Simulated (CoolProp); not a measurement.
Properties of acetone along the isobar 641 kPa (Tc = 508.1 K, pc = 4692 kPa, ω = 0.307).

The numbers come from the reference Helmholtz-energy equation of state, Lemmon 2006 in CoolProp. It is a short technical equation, of lower accuracy than the large ones.

```tsv
T (K)	phase	density (kg/m³)	cp (kJ/(kg K))	cv (kJ/(kg K))	expansivity (1/kK)	fugacity coefficient
243.8	liquid	?	?	1.477	1.255	0.002493
277.1	liquid	808.4	2.095	?	1.341	?
310.3	liquid	771.6	2.173	1.570	1.473	0.07774
343.6	liquid	732.4	2.274	1.634	1.674	?
376.9	liquid	689.3	2.404	1.705	1.994	0.5739
410.1	gas	12.60	1.970	1.655	?	0.8818
443.4	gas	11.15	?	1.667	3.241	0.9128
476.7	gas	10.11	1.925	1.719	2.718	0.9332
509.9	gas	9.289	1.974	?	2.384	0.9475
```

Complete the blanks.


- 243.8, density (kg/m³): 844.0
- 243.8, cp (kJ/(kg K)): 2.040
- 277.1, cv (kJ/(kg K)): 1.517
- 277.1, fugacity coefficient: 0.01793
- 343.6, fugacity coefficient: 0.2394
- 410.1, expansivity (1/kK): 4.217
- 443.4, cp (kJ/(kg K)): 1.908
- 509.9, cv (kJ/(kg K)): 1.785
